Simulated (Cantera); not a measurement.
An isothermal, constant-pressure homogeneous reactor starts with N2O : O2 = 1 : 0.11 (molar parts), at 1375 K and 13300 Pa. Integrator tolerance rtol = 1e-08.

Detailed kinetics in Cantera: GRI-Mech 3.0 (53 species, 325 reactions). GRI-Mech 3.0 was tuned for natural gas; its chemistry of N2O as a main component is partial and can be far from experiment. The mechanism lacks the step 2 NO + O2 → 2 NO2, which can matter for NO2 below about 1400 K. The temperature is held fixed by assumption; the heat of reaction is taken as removed at once.

Q: What does this change do: temperature 1375 to 1225 K?

A: 
```json
[
 {"quantity": "x(N2O) at 40.0 s", "before": "3.09e-6 (gas-phase equilibrium 1.56e-8)", "after": "0.00985 (gas-phase equilibrium 6.32e-9)"},
 {"quantity": "x(O2) at 40.0 s", "before": "0.326 (gas-phase equilibrium 0.379)", "after": "0.343 (gas-phase equilibrium 0.379)"},
 {"quantity": "x(NO2) at 40.0 s", "before": "0.000390 (gas-phase equilibrium 2.99e-6)", "after": "0.000147 (gas-phase equilibrium 2.07e-6)"},
 {"quantity": "x(N2) at 40.0 s", "before": "0.568 (gas-phase equilibrium 0.621)", "after": "0.582 (gas-phase equilibrium 0.621)"},
 {"quantity": "x(NO) at 40.0 s", "before": "0.106 (gas-phase equilibrium 0.000752)", "after": "0.0650 (gas-phase equilibrium 0.000283)"},
 {"quantity": "x(O) at 40.0 s", "before": "1.00e-6 (gas-phase equilibrium 1.08e-6)", "after": "5.18e-7 (gas-phase equilibrium 7.14e-8)"}
]
```
